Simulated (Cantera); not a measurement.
Feed: 1 mol SiHCl₃, a varied amount of NH₃, 64 mol N₂, equilibrated at 777 °C and 10.0 mbar.

Equilibrium computed with Cantera from the NASA thermochemical tables; the gas is ideal and each condensed phase is pure. Candidate condensed phases: NH₄Cl, Si, Si₃N₄; 28 gas species. Kinetics and transport are ignored.

Task: At 3.7 mol NH₃, list the 4 most abundant gas species with their mole fractions, and the condensed phases.

Result: N₂ 0.896, H₂ 0.0626, HCl 0.0411, SiCl₄ 4.18e-5. Condensed: Si₃N₄(s).
